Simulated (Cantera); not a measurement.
**Equilibrium for silicon carbide growth: SiH2Cl2 + CH4 + H2**

A closed system holds: 1 mol SiH2Cl2, a varied amount of CH4, 15 mol H2, at 2150 K and 13.3 mbar.

Method: chemical equilibrium by Gibbs-energy minimisation in Cantera with the NASA 1993 tables (ideal gas, pure condensed phases). Candidate condensed phases: C, C6H6, C7H8, C8H18, Si, SiC; 109 gas species. Mutual solubility and eutectic melting of coexisting phases are not modelled. The tables' values for SiCl, SiCl3 are old estimates; treat these amounts as uncertain. Gases not in the tables: Si2H6 and higher silanes. Kinetics and transport are ignored.

At 0.015 mol CH4 the condensed part is Si(l). From 0.024 mol CH4 to 0.26 mol CH4 the condensed part is Si(l) + SiC(s). From 0.42 mol CH4 to 0.69 mol CH4 the condensed part is SiC(s). From 1.1 mol CH4 to 1.8 mol CH4 the condensed part is C(graphite) + SiC(s). The main Si-bearing gas is Si at 0.015 mol CH4 and SiCl2 at 1.8 mol CH4.

| n(CH4) (mol) | x H2 | x HCl | x H | x Si | x SiCl2 | x Cl | n Si(l) | n SiC(s) | n C(graphite) |
|---|---|---|---|---|---|---|---|---|---|
| 0.015 | 0.849 | 0.0786 | 0.0337 | 0.0168 | 0.0148 | 0.00228 | 0.337 | 0 | 0 |
| 0.024 | 0.849 | 0.0785 | 0.0337 | 0.0168 | 0.0148 | 0.00228 | 0.327 | 0.00842 | 0 |
| 0.038 | 0.849 | 0.0784 | 0.0337 | 0.0168 | 0.0147 | 0.00227 | 0.313 | 0.0224 | 0 |
| 0.062 | 0.850 | 0.0783 | 0.0337 | 0.0168 | 0.0146 | 0.00227 | 0.288 | 0.0464 | 0 |
| 0.1 | 0.850 | 0.0780 | 0.0337 | 0.0168 | 0.0145 | 0.00226 | 0.250 | 0.0843 | 0 |
| 0.16 | 0.851 | 0.0776 | 0.0337 | 0.0168 | 0.0144 | 0.00225 | 0.188 | 0.144 | 0 |
| 0.26 | 0.852 | 0.0769 | 0.0337 | 0.0168 | 0.0141 | 0.00223 | 0.0861 | 0.244 | 0 |
| 0.42 | 0.854 | 0.0785 | 0.0338 | 0.0145 | 0.0126 | 0.00227 | 0 | 0.406 | 0 |
| 0.69 | 0.860 | 0.0872 | 0.0339 | 0.00704 | 0.00751 | 0.00251 | 0 | 0.679 | 0 |
| 1.1 | 0.862 | 0.0951 | 0.0339 | 0.00155 | 0.00196 | 0.00274 | 0 | 0.918 | 0.109 |
| 1.8 | 0.869 | 0.0889 | 0.0340 | 0.00155 | 0.00170 | 0.00255 | 0 | 0.918 | 0.804 |
x: gas mole fraction; n: condensed amount in mol.
